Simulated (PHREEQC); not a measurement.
A solution holds 5.9 mmol/kgw NaF, 0.37 mmol/kgw K2SO4 and 24 mmol/kgw LiCl, at 25 °C. Closed to the air; pH follows from the charge balance.

All values are PHREEQC results (ion-association model, wateq4f.dat), not measurements.

```json
{
 "pH": "7.43",
 "ionic_strength": "0.0309 mol/kgw"
}
```

```tsv
species	molality	activity	log γ
Cl-	0.0240	0.0202	-0.074
Li+	0.0240	0.0206	-0.067
F-	0.00589	0.00496	-0.075
Na+	0.00588	0.00500	-0.071
K+	0.000739	0.000623	-0.074
SO4-2	0.000345	0.000181	-0.280
LiSO4-	1.91e-5	1.63e-5	-0.070
NaF	1.42e-5	1.43e-5	0.003
NaSO4-	5.31e-6	4.53e-6	-0.068
```

This is a speciation only: nothing precipitates in the calculation. Complexes and solids missing from the database can't appear.
